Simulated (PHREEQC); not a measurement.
Make-up at 20 °C: 0.37 mol HF, 0.011 mol H2SiF6 and 0.28 mol H3PO4 per kg of water. Closed to the air; pH follows from the charge balance.

Equilibrium calculation in PHREEQC: ion-association model, phreeqc.dat.

This is a speciation only: nothing precipitates in the calculation.

Order these F species by the share of F that they hold, largest first: SiF6-2, HF2-, F-, HF.

HF (80 %), SiF6-2 (15 %), HF2- (3.3 %), F- (1.3 %)

The pH is 1.22 and the ionic strength 0.0829 mol/kgw. SiF6-2 is the database's only silicon fluoride.
